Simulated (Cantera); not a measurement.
**Low-pressure radical oxidation in H2/O2**

An isothermal, constant-pressure homogeneous reactor starts with 0.117 % H₂, 17.2 % O₂, 82.7 % N₂, at 1025 K and 0.00100 bar.

Model: the H2/O2 subset of GRI-Mech 3.0, which has no nitrogen chemistry, integrated in Cantera. Radical loss at walls, strong at low pressure, is not modelled.

```tsv
t (s)	x H₂	x O₂	x O	x H₂O₂	x H
0.000600	0.00117	0.172	<1e-12	<1e-12	<1e-12
0.00118	0.00117	0.172	<1e-12	<1e-12	<1e-12
0.00233	0.00117	0.172	<1e-12	<1e-12	<1e-12
0.00458	0.00117	0.172	<1e-12	<1e-12	1.02e-12
0.00901	0.00117	0.172	1.01e-12	<1e-12	1.63e-12
0.0177	0.00117	0.172	3.07e-12	<1e-12	2.38e-12
0.0349	0.00117	0.172	8.66e-12	<1e-12	3.37e-12
0.0687	0.00117	0.172	2.45e-11	<1e-12	5.49e-12
0.135	0.00117	0.172	8.06e-11	<1e-12	1.21e-11
0.266	0.00117	0.172	3.98e-10	<1e-12	4.74e-11
0.524	0.00117	0.172	5.51e-9	<1e-12	6.10e-10
1.03	0.00117	0.172	8.11e-7	<1e-12	8.96e-8
2.03	0.000242	0.171	0.000664	1.49e-9	0.000123
4.00	4.45e-6	0.171	0.000998	1.79e-10	6.38e-5
```
x: mole fraction; the columns are a selection and need not sum to one.

Equilibrium at this temperature and pressure: H₂ 1.63e-11, O₂ 0.172, O 4.35e-9, H₂O₂ <1e-12, H <1e-12 (gas phase only).
